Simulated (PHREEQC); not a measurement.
A solution holds 0.12 mol NaHSO4, 0.22 mol NH3 and 0.0015 mol NaCl per kg of water, at 25 °C. Closed to the air; pH follows from the charge balance.

All values are PHREEQC results (ion-association model, wateq4f.dat), not measurements.

Precipitation was switched off in this run.

Predict the pH.

pH 9.40.

In which forms is Na present?

Na+ 90 %, NaSO4- 9.6 % of the Na.

Complexes and solids missing from the database can't appear.
